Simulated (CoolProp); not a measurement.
R124 along the isotherm 166.35 °C: Z from the reference equation and from simpler models built on Tc = 122.3 °C, pc = 3.624 MPa, ω = 0.288; each cubic takes its own stable root.

Values from CoolProp's reference Helmholtz-energy equation of state, de Vries 1995.

```
p (MPa)  phase  reference  Pitzer virial  Redlich-Kwong  Soave-Redlich-Kwong
-------  -----  ---------  -------------  -------------  -------------------
0.201      gas     0.9866         0.9868         0.9860               0.9869
0.403      gas     0.9730         0.9735         0.9718               0.9736
0.604      gas     0.9593         0.9603         0.9574               0.9602
0.805      gas     0.9453         0.9470         0.9428               0.9467
1.01       gas     0.9309         0.9335         0.9276               0.9326
1.21       gas     0.9166         0.9204         0.9126               0.9188
1.41       gas     0.9021         0.9072         0.8973               0.9047
1.61       gas     0.8874         0.8940         0.8818               0.8905
1.81       gas     0.8724         0.8809         0.8659               0.8760
```
